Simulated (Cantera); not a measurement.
**Ignition delay**

Mixture: H2 : O2 : N2 = 1 : 1.04 : 3.92 (molar parts), equivalence ratio 0.48, at 1950 Torr, adiabatic and at constant volume. Ignition delay is the time to a rise of 400 K.

Model: GRI-Mech 3.0 (53 species, 325 reactions), integrated in Cantera. The hydrogen kinetics of GRI-Mech 3.0 are dated; newer H2 mechanisms differ, most at raised pressure. Where the delays flatten at high temperature, the 400 K rule measures the pace of heat release, not the induction time.

```
T0 (K)  delay (ms)
------  ----------
1273        0.0138
1373       0.00897
1473       0.00660
1573       0.00533
1673       0.00468
1773       0.00440
1873       0.00440
1973       0.00459
2073       0.00496
2173       0.00549
```
